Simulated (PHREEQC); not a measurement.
# City or well water: an equilibrium model

Model water analysis in mg/L, 31 °C, pH 7.87, pe 11.6:

| constituent | mg/L |
|---|---|
| Na | 119 |
| K | 53.8 |
| Ca | 41.8 |
| Mg | 23 |
| Cl | 162 |
| S(6) as SO4 | 46.4 |
| Alkalinity as HCO3 | 413 |
| Pb | 9.61 |
| Ba | 0.862 |

Valence states are taken as typed.

All values are PHREEQC results (ion-association model, phreeqc.dat), not measurements.

Precipitation was switched off in this run.

Task: What specific conductance does the model give?

Result: specific conductance 1310 µS/cm.

Task: In which forms is Ca present?

Result: Ca+2 90 %, CaHCO3+ 5.0 %, CaSO4 2.7 %, CaCO3 2.4 % of the Ca.

Examples of supersaturated solids here: Cerussite, Pb(OH)2. Others may be too.
